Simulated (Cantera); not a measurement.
AlCl3 + O2 + N2 (aluminium nitride and oxide growth)

Input: 1 mol AlCl3, 2.4 mol O2, 26 mol N2, held at 1330 Pa.

Method: chemical equilibrium by Gibbs-energy minimisation in Cantera with the NASA 1993 tables (ideal gas, pure condensed phases). Candidate condensed phases: Al, AlCl3, AlN, Al2O3; 24 gas species. Condensed phases not in the tables: AlOCl. Rates play no part.

```json
[
 {"T (K)": "875", "x N2": "0.892", "x Cl": "9.05e-5", "x O2": "0.0566", "x Cl2": "0.0514", "x NO": "3.59e-6", "n Al2O3(s)": "0.500"},
 {"T (K)": "975", "x N2": "0.892", "x Cl": "0.000519", "x O2": "0.0566", "x Cl2": "0.0512", "x NO": "1.30e-5", "n Al2O3(s)": "0.500"},
 {"T (K)": "1075", "x N2": "0.891", "x Cl": "0.00214", "x O2": "0.0565", "x Cl2": "0.0503", "x NO": "3.72e-5", "n Al2O3(s)": "0.500"},
 {"T (K)": "1175", "x N2": "0.889", "x Cl": "0.00686", "x O2": "0.0564", "x Cl2": "0.0478", "x NO": "8.85e-5", "n Al2O3(s)": "0.500"},
 {"T (K)": "1275", "x N2": "0.884", "x Cl": "0.0176", "x O2": "0.0560", "x Cl2": "0.0422", "x NO": "0.000183", "n Al2O3(s)": "0.500"},
 {"T (K)": "1375", "x N2": "0.876", "x Cl": "0.0364", "x O2": "0.0554", "x Cl2": "0.0323", "x NO": "0.000340", "n Al2O3(s)": "0.500"},
 {"T (K)": "1475", "x N2": "0.865", "x Cl": "0.0601", "x O2": "0.0546", "x Cl2": "0.0198", "x NO": "0.000577", "n Al2O3(s)": "0.500"},
 {"T (K)": "1575", "x N2": "0.856", "x Cl": "0.0797", "x O2": "0.0539", "x Cl2": "0.00948", "x NO": "0.000916", "n Al2O3(s)": "0.500"},
 {"T (K)": "1675", "x N2": "0.851", "x Cl": "0.0904", "x O2": "0.0533", "x Cl2": "0.00386", "x NO": "0.00138", "n Al2O3(s)": "0.500"},
 {"T (K)": "1775", "x N2": "0.849", "x Cl": "0.0949", "x O2": "0.0528", "x Cl2": "0.00153", "x NO": "0.00198", "n Al2O3(s)": "0.500"},
 {"T (K)": "1875", "x N2": "0.847", "x Cl": "0.0966", "x O2": "0.0522", "x Cl2": "0.000633", "x NO": "0.00274", "n Al2O3(s)": "0.500"},
 {"T (K)": "1975", "x N2": "0.846", "x Cl": "0.0972", "x O2": "0.0514", "x Cl2": "0.000281", "x NO": "0.00366", "n Al2O3(s)": "0.500"}
]
```
x: gas mole fraction; n: condensed amount in mol.

From 875 K to 1975 K the condensed part is Al2O3(s).
